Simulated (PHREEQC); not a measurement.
Dissolve 0.00012 mol PbCl2 and 0.023 mol NaNO3 per kg of water at 20 °C. Closed to the air; pH follows from the charge balance.

Equilibrium calculation in PHREEQC: ion-association model, wateq4f.dat.

```
quantity                    before     after
------------------------  --------  --------
pH                            5.97      5.97
ionic strength (mol/kgw)    0.0233    0.0233
Pb+2 (mol/kgw)             9.96e-5   9.97e-5
PbOH+ (mol/kgw)            1.18e-6   1.17e-6
PbCl+ (mol/kgw)            4.65e-7   7.35e-7
PbCl2 (mol/kgw)           1.43e-10  1.56e-10
SI of Pb(OH)2 (Pb(OH)2)      -0.63     +0.03
SI of Litharge (PbO)         -5.23     -4.46
```

**Question.** Name the change that produced these shifts.
(A) NaNO3 from 0.023 to 0.046 mol/kgw
(B) temperature from 20 to 40 °C
(C) temperature from 20 to 5 °C
(D) 0.011 mol/kgw H3PO4 added
(E) NaNO3 left out

**Answer.** B, temperature from 20 to 40 °C

Precipitation was switched off in this run. Constants without temperature data keep their 25 °C values here.
